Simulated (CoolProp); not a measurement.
Vapour-liquid equilibrium of diethyl ether (1) + n-hexane (2) at 399.8 K; x and y are mole fractions of (1).

The numbers come from the multi-fluid Helmholtz-energy mixture model, Thol 2014 and Thol 2019; pair parameters Bell 2016 in CoolProp.

Give the bubble pressure and the first vapour's composition at x = 0.45, 0.65, 0.85. Is there an azeotrope?

x = 0.45: 0.7860 MPa, y = 0.625; x = 0.65: 0.9163 MPa, y = 0.780; x = 0.85: 1.049 MPa, y = 0.912. No azeotrope shows between x = 0.05 and 0.95.

The pair parameters rest on a limited set of measurements; away from them the model extrapolates.
